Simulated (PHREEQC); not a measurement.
# Copper plating or etch bath (model solution)

Make-up at 50 °C: 0.0016 mol CuSO4, 0.082 mol Cu(NO3)2 and 0.00036 mol NaCl per kg of water. Closed to the air; pH follows from the charge balance.

Model: ion-association model, phreeqc.dat, run in PHREEQC.

No solid was allowed to form.

**Question.** Predict the pH, density.

**Answer.** pH 3.95; density 1.000 g/cm³.

**Question.** In which forms is Cl present?

**Answer.** Cl- 83 %, CuCl+ 17 % of the Cl.

Away from 25 °C the constants follow the database's enthalpies or fits; those with neither stay at their 25 °C values.
